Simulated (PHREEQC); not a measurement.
Silver or lead bath

Dissolve 0.29 mol AgF per kg of water at 20 °C. Closed to the air; pH follows from the charge balance.

Equilibrium calculation in PHREEQC: ion-association model, wateq4f.dat.

Each row changes one thing in this solution. Precipitation was switched off in this run.

```json
[
 {"case": "as made", "pH": "7.68", "ionic strength (mol/kgw)": "0.227", "Ag+ (mol/kgw)": "0.227", "F- (mol/kgw)": "0.227", "AgF (mol/kgw)": "0.0631", "AgOH (mol/kgw)": "7.63e-6", "SI of Ag2O (Ag2O)": "+1.10"},
 {"case": "diluted 10-fold with water", "pH": "7.53", "ionic strength (mol/kgw)": "0.0276", "Ag+ (mol/kgw)": "0.0276", "F- (mol/kgw)": "0.0276", "AgF (mol/kgw)": "0.00137", "AgOH (mol/kgw)": "7.98e-7", "SI of Ag2O (Ag2O)": "___"},
 {"case": "AgF from 0.29 to 0.261 mol/kgw", "pH": "___", "ionic strength (mol/kgw)": "0.207", "Ag+ (mol/kgw)": "0.207", "F- (mol/kgw)": "0.207", "AgF (mol/kgw)": "0.0537", "AgOH (mol/kgw)": "6.89e-6", "SI of Ag2O (Ag2O)": "+1.01"},
 {"case": "diluted 2-fold with water", "pH": "7.63", "ionic strength (mol/kgw)": "0.124", "Ag+ (mol/kgw)": "0.124", "F- (mol/kgw)": "0.124", "AgF (mol/kgw)": "0.0213", "AgOH (mol/kgw)": "3.91e-6", "SI of Ag2O (Ag2O)": "+0.50"}
]
```

Task: Some entries are withheld; supply them.

Result: 
- diluted 10-fold with water, SI of Ag2O (Ag2O): -0.90
- AgF from 0.29 to 0.261 mol/kgw, pH: 7.67

Some of these states are supersaturated (in Ag2O, for instance).
